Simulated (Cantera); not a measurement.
What does this Cantera script print?

```python
import numpy as np
import cantera as ct

gas_names = """
    H H2O2 OH N H2 VO2
""".split()
cond_names = """
    V2O5(s) V2O5(L) V2O3(s) V2O3(L) VN(s)
""".split()


# ... load() reads the species with a 1 bar reference pressure and builds the phases ...
species = {s.name: s for s in load("nasa_gas.yaml", gas_names) + load("nasa_condensed.yaml", cond_names)}
# Each term lists the table entries of one substance; the one whose range holds T is used.
reactions = {
    '2 H(g) + V2O5 = H2O2(g) + V2O3':
        [(-2, ['H']), (-1, ['V2O5(s)', 'V2O5(L)']), (1, ['H2O2']), (1, ['V2O3(s)', 'V2O3(L)'])],
    'VN + 2 OH(g) = N(g) + H2(g) + VO2(g)':
        [(-1, ['VN(s)']), (-2, ['OH']), (1, ['N']), (1, ['H2']), (1, ['VO2'])],
}


def pick(names, T):
    return next(species[n] for n in names if species[n].thermo.min_temp <= T <= species[n].thermo.max_temp)


results = []
for label, terms in reactions.items():
    print(label)
    print("     T/K   dH/kJ  dS/(J/K)   dG/kJ   log10 K")
    for T in [300, 925, 975, 1025, 1075, 1125]:
        used = [(nu, pick(names, T)) for nu, names in terms]
        dH = sum(nu * s.thermo.h(T) for nu, s in used) / 1e6
        dS = sum(nu * s.thermo.s(T) for nu, s in used) / 1e3
        dG = dH - T * dS / 1e3
        logK = -dG * 1e6 / (ct.gas_constant * T * np.log(10))
        results.append((label, T, dH, dS, dG, logK, [s.name for _, s in used]))
        print(f"{T:8g} {dH:8.1f} {dS:8.1f} {dG:8.1f} {logK:8.2f}")
```

Result:

```
2 H(g) + V2O5 = H2O2(g) + V2O3
     T/K   dH/kJ  dS/(J/K)   dG/kJ   log10 K
     300   -240.5    -27.5   -232.3    40.44
     925   -258.1    -59.1   -203.4    11.49
     975   -324.2   -129.2   -198.2    10.62
    1025   -325.8   -130.8   -191.7     9.77
    1075   -327.3   -132.2   -185.2     9.00
    1125   -328.7   -133.5   -178.5     8.29
VN + 2 OH(g) = N(g) + H2(g) + VO2(g)
     T/K   dH/kJ  dS/(J/K)   dG/kJ   log10 K
     300    378.5    144.5    335.2   -58.35
     925    375.1    138.7    246.9   -13.94
     975    374.8    138.3    239.9   -12.85
    1025    374.3    137.9    233.0   -11.88
    1075    373.9    137.4    226.1   -10.99
    1125    373.4    137.0    219.3   -10.18
```

Source: NASA polynomial tables (part measured, part estimated), evaluated in Cantera. VN: taken at fixed stoichiometry. Condensed species are held in their standard states even where they would react or evaporate.
